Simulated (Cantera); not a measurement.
A perfectly stirred reactor is fed with 64.5 % CH₄, 35.5 % H₂O, at 0.420 bar; it is held at 1475 K, and followed from long to short residence time.

Detailed kinetics in Cantera: GRI-Mech 3.0 (53 species, 325 reactions). GRI-Mech 3.0 stops at C3 and has no aromatics, soot or wall deposition, so with more carbon than oxygen in the feed, carbon stays in small species such as C2H2 where larger ones or solid carbon would form.

x: mole fraction; the columns are a selection and need not sum to one.

| τ (s) | x CH₄ | x H₂O | x CH₂ | x C₂H₂ | x CH₂CO | x CO₂ |
|---|---|---|---|---|---|---|
| 2.7 | 0.250 | 0.254 | 3.91e-9 | 0.105 | 2.22e-5 | [?] |
| 1.4 | 0.323 | 0.279 | 4.21e-9 | 0.0888 | 2.21e-5 | [?] |
| 0.71 | 0.402 | 0.300 | 4.51e-9 | 0.0675 | 2.00e-5 | [?] |
| 0.37 | 0.473 | 0.318 | 4.81e-9 | 0.0470 | 1.64e-5 | [?] |
| 0.19 | 0.533 | 0.332 | 5.13e-9 | 0.0288 | 1.17e-5 | [?] |
| 0.097 | 0.578 | 0.342 | 5.41e-9 | 0.0151 | 6.67e-6 | [?] |
| 0.050 | 0.608 | 0.348 | 5.48e-9 | 0.00652 | 2.82e-6 | [?] |
| 0.026 | 0.627 | 0.352 | 5.15e-9 | 0.00220 | 7.77e-7 | [?] |
| 0.013 | 0.637 | 0.354 | 4.28e-9 | 0.000503 | 1.15e-7 | [?] |
| 0.0069 | 0.641 | 0.354 | 3.21e-9 | 9.91e-5 | 1.34e-8 | [?] |

Fill in the missing entries.


- 2.7, x CO₂: 0.00182
- 1.4, x CO₂: 0.000798
- 0.71, x CO₂: 0.000269
- 0.37, x CO₂: 7.76e-5
- 0.19, x CO₂: 1.87e-5
- 0.097, x CO₂: 3.99e-6
- 0.050, x CO₂: 8.00e-7
- 0.026, x CO₂: 1.51e-7
- 0.013, x CO₂: 2.16e-8
- 0.0069, x CO₂: 2.83e-9
